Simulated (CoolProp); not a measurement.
R365MFC along the isotherm 500 K: fugacity coefficient from the reference equation and from simpler models built on Tc = 460.0 K, pc = 3.266 MPa, ω = 0.377; each cubic takes its own stable root.

The numbers come from the reference Helmholtz-energy equation of state, Lemmon 2016 in CoolProp.

```json
[
 {"p (MPa)": "0.102", "phase": "gas", "reference": "0.9913"},
 {"p (MPa)": "0.204", "phase": "gas", "reference": "0.9827"},
 {"p (MPa)": "0.306", "phase": "gas", "reference": "0.9741"},
 {"p (MPa)": "0.408", "phase": "gas", "reference": "0.9656"},
 {"p (MPa)": "0.51", "phase": "gas", "reference": "0.9571"},
 {"p (MPa)": "0.612", "phase": "gas", "reference": "0.9487"},
 {"p (MPa)": "0.715", "phase": "gas", "reference": "0.9402"},
 {"p (MPa)": "0.817", "phase": "gas", "reference": "0.9318"},
 {"p (MPa)": "0.919", "phase": "gas", "reference": "0.9235"},
 {"p (MPa)": "1.02", "phase": "gas", "reference": "0.9154"},
 {"p (MPa)": "1.12", "phase": "gas", "reference": "0.9073"},
 {"p (MPa)": "1.22", "phase": "gas", "reference": "0.8993"},
 {"p (MPa)": "1.33", "phase": "gas", "reference": "0.8906"},
 {"p (MPa)": "1.43", "phase": "gas", "reference": "0.8827"},
 {"p (MPa)": "1.53", "phase": "gas", "reference": "0.8748"},
 {"p (MPa)": "1.63", "phase": "gas", "reference": "0.8670"}
]
```

Q: How far does each simpler model (van der Waals, Redlich-Kwong, Soave-Redlich-Kwong) lie from the reference over these 16 states: mean and median of the absolute difference, and the worst?

A: 
- van der Waals: mean 0.9 %, median 0.9 %, worst +1.5 % at 500 K and 1.63 MPa
- Redlich-Kwong: mean 0.2 %, median 0.3 %, worst +0.4 % at 500 K and 1.63 MPa
- Soave-Redlich-Kwong: mean 0.7 %, median 0.7 %, worst +1.4 % at 500 K and 1.63 MPa
